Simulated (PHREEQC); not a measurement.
Make-up at 66 °C: 0.022 mol/kgw NaHCO3, 7.3e-05 mol/kgw Na2SO4 and 0.002 mol/kgw KCl. Closed to the air; pH follows from the charge balance.

Computed with PHREEQC (ion-association model, phreeqc.dat).

This is a speciation only: nothing precipitates in the calculation.

Problem. Estimate the pH.

Solution. pH 7.89.

Problem. In which forms is S present?

Solution. SO4-2 92 %, NaSO4- 6.7 %, KSO4- 1.3 % of the S.

Species that the database lacks are ignored. Away from 25 °C the constants follow the database's enthalpies or fits; those with neither stay at their 25 °C values.
